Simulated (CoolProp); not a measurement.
A single-stage vapour-compression cycle with R365MFC: evaporating at 309.15 K (dew point), condensing at 350.15 K (bubble point), superheat 8 K, subcooling 5 K, compressor efficiency 0.85, no pressure losses. Each further row changes one setting.

Computed with CoolProp (reference Helmholtz-energy equation of state, Lemmon 2016).

| case | cooling COP | pressure ratio | discharge temperature (K) | refrigerating effect (kJ/kg) | volumetric capacity (kJ/m³) |
|---|---|---|---|---|---|
| as stated | 5.49 | 3.73 | 350.1 | 147 | 743 |
| evaporating temperature 314.15 K | 6.53 | 3.11 | 350.1 | 151 | [?] |
| condensing temperature 345.15 K | [?] | 3.24 | 345.1 | 154 | 781 |
| subcooling 10 K | [?] | 3.73 | 350.1 | 154 | 781 |
| superheat 18 K | [?] | 3.73 | 357.8 | [?] | 769 |
| compressor efficiency 0.75 | 4.85 | 3.73 | [?] | 147 | 743 |

### Question
Some entries are withheld; supply them.

### Answer

- evaporating temperature 314.15 K, volumetric capacity (kJ/m³): 911
- condensing temperature 345.15 K, cooling COP: 6.45
- subcooling 10 K, cooling COP: 5.77
- superheat 18 K, cooling COP: 5.65
- superheat 18 K, refrigerating effect (kJ/kg): 157
- compressor efficiency 0.75, discharge temperature (K): 350.9

The compression ends wet for: as stated; evaporating temperature 314.15 K; condensing temperature 345.15 K; subcooling 10 K.
